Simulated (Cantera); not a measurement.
## Transport properties of process gases

Gas mixture: 100 % O₂, at 101000 Pa, frozen composition.

Cantera's kinetic-theory transport with the Lennard-Jones parameters of GRI-Mech 3.0, ideal gas; thermal conductivity in the multicomponent form.

```tsv
T (K)	ρ (kg/m³)	cp (J/kg/K)	μ (µPa s)	λ (mW/m/K)	Pr	D (cm²/s) O	D (cm²/s) OH	D (cm²/s) N₂
400	0.975	941.4	25.6	33.9	0.712	0.543	0.533	0.345
550	0.709	987.2	32.1	44.6	0.711	0.935	0.917	0.596
700	0.557	1031	37.8	54.9	0.710	1.40	1.38	0.896
850	0.459	1065	43.0	64.6	0.709	1.94	1.90	1.24
1000	0.390	1090	47.9	73.7	0.709	2.55	2.50	1.63
1150	0.339	1109	52.5	82.1	0.709	3.22	3.15	2.06
1300	0.300	1125	56.9	90.3	0.708	3.94	3.86	2.52
1450	0.269	1139	61.0	98.2	0.708	4.73	4.63	3.02
1600	0.244	1151	65.1	106	0.708	5.56	5.45	3.56
```
D: mixture-averaged diffusion coefficient of that species in the mixture.
